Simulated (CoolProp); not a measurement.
Properties of carbon dioxide along the isotherm 314.2 K (Tc = 304.1 K, pc = 73.77 bar, ω = 0.224).

Computed with CoolProp (reference Helmholtz-energy equation of state, Span 1996).

```tsv
p (bar)	phase	Z	cp (kJ/(kg K))	speed of sound (m/s)	Joule-Thomson coefficient (K/MPa)	Prandtl number	fugacity coefficient
2.33	gas	0.9902	0.8738	274.3	9.576	0.764	0.9903
3.63	gas	0.9847	0.8815	273.4	9.580	0.769	0.9849
5.66	gas	0.9760	0.8941	272.1	9.585	0.776	0.9765
8.81	gas	0.9624	0.9146	270.0	9.592	0.787	0.9635
13.7	gas	0.9406	0.9496	266.6	9.600	0.807	0.9434
21.4	gas	0.9050	1.014	261.2	9.606	0.842	0.9121
33.2	gas	0.8464	1.144	252.4	9.585	0.912	0.8646
51.8	gas	0.7402	1.502	237.2	9.414	1.09	0.7907
80.6	supercritical	0.4956	4.590	207.6	7.821	2.34	0.6745
126	supercritical	0.2935	3.272	361.5	1.425	2.49	0.4981
195	supercritical	0.3961	2.293	499.7	0.5666	1.91	0.3733
304	supercritical	0.5640	1.952	626.4	0.1891	1.72	0.2956
474	supercritical	0.8150	1.770	758.5	-0.02893	1.65	0.2566
738	supercritical	1.184	1.657	905.3	-0.1676	1.64	0.2552
```

The peak of cp marks the crossing from liquid-like to gas-like fluid above the critical point.

Viscosity comes from a separate model (Laesecke 2017). Thermal conductivity comes from a separate model (Huber 2016).
